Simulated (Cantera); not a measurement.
# Silicon oxide and oxynitride deposition: TEOS + CO2 + N2

Charge: 1 mol TEOS, 0.24 mol CO2, 13 mol N2, at 46000 Pa.

Equilibrium computed with Cantera from the NASA thermochemical tables; the gas is ideal and each condensed phase is pure. Candidate condensed phases: C, C6H6, C7H8, C8H18, H2O, Si, SiC, SiO2, Si2N2O, Si3N4; 151 gas species. The feed counts by its element totals alone. The numbers say what is thermodynamically allowed, not how fast it happens.

```
T (°C)   x N2    x H2    x CH4    x H2O      x CO     x CO2     x NH3  n C(graphite)  n SiO2(α-quartz)  n SiO2(β-quartz)
------  -----  ------  -------  -------  --------  --------  --------  -------------  ----------------  ----------------
252     0.669  0.0204    0.189    0.115   1.28e-5   0.00629  0.000196           4.44              1.00                 0
352     0.647  0.0836    0.155    0.103  0.000388   0.00993  0.000246           4.91              1.00                 0
452     0.607   0.199   0.0930   0.0820   0.00467    0.0145  0.000217           5.84              1.00                 0
552     0.563   0.306   0.0390   0.0488    0.0274    0.0156  0.000137           6.35              1.00                 0
652     0.530   0.362   0.0137   0.0174    0.0701   0.00679   7.26e-5           6.02                 0              1.00
752     0.516   0.382  0.00494  0.00427    0.0914   0.00132   3.87e-5           5.78                 0              1.00
852     0.512   0.389  0.00200  0.00110    0.0961  0.000248   2.21e-5           5.74                 0              1.00
```
x: gas mole fraction; n: condensed amount in mol.

From 252 °C to 552 °C the condensed part is C(graphite) + SiO2(α-quartz). From 652 °C to 852 °C the condensed part is C(graphite) + SiO2(β-quartz).
